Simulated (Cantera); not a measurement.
Input (Python, Cantera) and output of one run.

```python
import numpy as np
import cantera as ct

gas_names = """
    C CN CO CO2 C2 CCN CNC C2N2 C2O C3 C3O2 C4 C4N2 C5 N NCO NO NO2 NO3 N2 N2O O O2 O3 Si SiC SiC2 SiN
    SiO SiO2 Si2 Si2C Si2N Si3
""".split()
cond_names = """
    C(gr) Si(cr) Si(L) SiC(b) SiO2(Lqz) SiO2(hqz) SiO2(L) Si2N2O(s) Si3N4(a)
""".split()


# ... load() reads the species with a 1 bar reference pressure and builds the phases ...
atoms = {
    'SiC': {'Si': 1, 'C': 1},
    'O2': {'O': 2},
    'N2': {'N': 2},
}
top_T = {'C(gr)': 4500, 'SiC(b)': 3050, 'Si2N2O(s)': 2100, 'Si3N4(a)': 2400}  # K; cautious upper limits of use, not melting points


# ... equilibrate(T, P, feed) seeds the gas with the atoms and calls Mixture.equilibrate('TP', solver="vcs", rtol=1e-11, max_steps=5000) ...
results = []
feed = {'SiC': 1, 'O2': 1.3, 'N2': 4.8}  # mol
P = 1333.22  # Pa
for T in [1100, 1150, 1200, 1250, 1300, 1350, 1400, 1450, 1500, 1550, 1600]:
    mix = equilibrate(T, P, feed)
    results.append((T, P, feed, dict(zip(mix.species_names, mix.species_moles))))

top = {s: max(r[3][s] / sum(r[3][g] for g in gas_names) for r in results) for s in gas_names}
cols = sorted((s for s in top if top[s] > 0.0001), key=lambda s: -top[s])[:6]
seen = [c for c in cond_names if any(r[3].get(c, 0) > 1e-12 for r in results)]
print("log10 of partial pressures in bar; condensed amounts in mol")
print(f"{'T/K':>10s}" + "".join(f"{s[:9]:>10s}" for s in cols + seen))
for T, P, feed, n in results:
    ng = sum(n[g] for g in gas_names)
    print(f"{T:10.4g}" + "".join(f"{np.log10(max(n[s] / ng * P / 1e5, 1e-99)):10.3f}" for s in cols)
          + "".join(f"{n.get(c, 0):10.4g}" for c in seen))
```

Result:

```
log10 of partial pressures in bar; condensed amounts in mol
       T/K        N2        CO       SiO     C(gr) SiO2(hqz) Si2N2O(s)
      1100    -1.926    -2.829   -11.801    0.4001         1         0
      1150    -1.926    -2.829   -10.386       0.4         1         0
      1200    -1.959    -2.628    -9.390         0    0.7333    0.1334
      1250    -1.959    -2.628    -8.508         0    0.7333    0.1334
      1300    -1.959    -2.628    -7.696         0    0.7333    0.1334
      1350    -1.959    -2.628    -6.945         0    0.7333    0.1333
      1400    -1.959    -2.628    -6.249         0    0.7332    0.1333
      1450    -1.959    -2.629    -5.602         0    0.7329     0.133
      1500    -1.960    -2.629    -4.999         0    0.7319    0.1319
      1550    -1.961    -2.630    -4.436         0    0.7281    0.1282
      1600    -1.963    -2.634    -3.909         0    0.7156    0.1157
```

Method: chemical equilibrium by Gibbs-energy minimisation in Cantera with the NASA 1993 tables (ideal gas, pure condensed phases). N2 is the only nitrogen source here; it is nearly inert below about 1500 K, so the nitride shown seldom forms there in practice. Mutual solubility and eutectic melting of coexisting phases are not modelled. The tables hold silica as quartz up to 1696 K and as liquid above; real silica turns to tridymite and cristobalite and melts near 1996 K.
